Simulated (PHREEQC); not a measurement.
PHREEQC input (Pitzer model, pitzer.dat):

```
SOLUTION 1
  temp 25
  units mol/kgw
  pH 7 charge
  S(6) 0.03
  Na 0.2664
  B 0.228
  Cl 0.0064
  C(4) 0.043
END
USE solution 1
INCREMENTAL_REACTIONS false
REACTION 1
  H2O -1
  0 9.886 18.011 24.689 30.178 34.689 38.397 41.444
  43.949 46.007 47.699 49.089 50.232 51.172 51.944 52.578
  53.1 53.528 53.88 54.17 54.408 54.603 54.764 54.896 moles
EQUILIBRIUM_PHASES 1
  Burkeite 0 0
  Halite 0 0
  Mirabilite 0 0
  Nahcolite 0 0
  Natron 0 0
  Thenardite 0 0
  Trona 0 0
  Borax 0 0
  Boric_acid,s 0 0
  NaBO2:4H2O 0 0
  NaB5O8:5H2O 0 0
  Teepleite 0 0
SELECTED_OUTPUT 1
  -reset false
  -pH true
  -pe true
  -ionic_strength true
  -water true
  -activities H2O
  -totals B C Cl Na S
  -molalities H+ Na+ Cl- CO3-2 SO4-2 B(OH)3 OH- HCO3- CO2 HSO4-
    B(OH)4- B3O3(OH)4- B4O5(OH)4-2
  -equilibrium_phases Burkeite Halite Mirabilite Nahcolite Natron Thenardite Trona Borax Boric_acid,s NaBO2:4H2O
    NaB5O8:5H2O Teepleite
PRINT
  -reset false
END
```

Selected output (columns that matter, 23 of 24 rows; water left (kg) added in front):

```
water left (kg)	pH	mu	B	C	Cl	Na	S	m_H+	m_Na+	la_H2O	Burkeite	Natron	Trona	Borax
1	9.4826	0.32267	0.228	0.043	0.0064	0.2664	0.03	5.2711e-10	0.2664	-0.0033792	0	0	0	0
0.822196	9.5051	0.39724	0.27731	0.052299	0.007784	0.32401	0.036488	5.17e-10	0.32401	-0.0039534	0	0	0	0
0.676114	9.5297	0.48919	0.33722	0.063599	0.0094659	0.39402	0.044371	5.0524e-10	0.39402	-0.0046165	0	0	0	0
0.55609	9.5558	0.60239	0.41001	0.077326	0.011509	0.47906	0.053948	4.9237e-10	0.47906	-0.0053826	0	0	0	0
0.456698	9.5941	0.70734	0.44558	0.094154	0.014014	0.55649	0.065689	4.6505e-10	0.55649	-0.0060532	0	0	0	0.0061263
0.374317	9.6474	0.79804	0.42939	0.11488	0.017098	0.62184	0.080146	4.2393e-10	0.62184	-0.0066121	0	0	0	0.016818
0.306673	9.703	0.91431	0.41592	0.14021	0.020869	0.70491	0.097824	3.8573e-10	0.70491	-0.0073123	0	0	0	0.025112
0.251149	9.7594	1.0621	0.40579	0.17121	0.025483	0.80971	0.11945	3.5129e-10	0.80971	-0.0081805	0	0	0	0.031522
0.20555	9.8155	1.2487	0.3994	0.2092	0.031136	0.94113	0.14595	3.2087e-10	0.94113	-0.0092484	0	0	0	0.036476
0.168125	9.8702	1.4827	0.39697	0.25576	0.038067	1.105	0.17844	2.9425e-10	1.105	-0.010553	0	0	0	0.040315
0.137383	9.9229	1.775	0.39863	0.31299	0.046585	1.3086	0.21837	2.7079e-10	1.3086	-0.012145	0	0	0	0.043309
0.0914118	10.022	2.5918	0.41485	0.4704	0.070013	1.8746	0.32819	2.2962e-10	1.8746	-0.016476	0	0	0	0.047519
0.074368	10.069	3.1565	0.43004	0.57821	0.086059	2.2643	0.4034	2.0954e-10	2.2643	-0.019449	0	0	0	0.049005
0.0603776	10.116	3.8612	0.4507	0.71219	0.106	2.7495	0.49687	1.8806e-10	2.7495	-0.023213	0	0	0	0.050197
0.0488937	10.164	4.7439	0.47782	0.87946	0.1309	3.3559	0.61358	1.6387e-10	3.3559	-0.028093	0	0	0	0.051159
0.0394439	10.216	5.859	0.51311	1.0902	0.16226	4.1203	0.76057	1.3594e-10	4.1203	-0.034644	0	0	0	0.05194
0.0317023	10.275	7.2725	0.55931	1.3564	0.20188	5.0869	0.9463	1.0438e-10	5.0869	-0.043737	0	0	0	0.052567
0.0253454	10.347	9.0878	0.62286	1.6966	0.25251	6.3244	1.1836	7.0827e-11	6.3244	-0.056956	0	0	0	0.053053
0.0201288	10.437	11.456	0.72198	2.1362	0.31795	7.9322	1.4904	3.9366e-11	7.9322	-0.077164	0	0	0	0.053367
0.0158329	10.511	12.94	0.81783	2.5357	0.40422	8.9537	1.5345	2.5797e-11	8.9537	-0.093058	0.0028518	0	0	0.053763
0.0122531	10.614	13.05	0.88034	2.8152	0.52231	9.073	1.22	2.1265e-11	9.073	-0.098074	0.0075255	0	0.00048948	0.054303
0.008259	10.762	13.007	0.94402	2.9471	0.77491	9.1395	0.93948	1.5034e-11	9.1395	-0.10486	0.01112	0.0055665	0.00098653	0.055051
0.00408893	10.989	12.715	1.0379	2.9175	1.5652	9.2443	0.53287	7.4092e-12	9.2443	-0.12192	0.013911	0.015039	0.0010608	0.055939
```

Species that the database lacks are ignored.
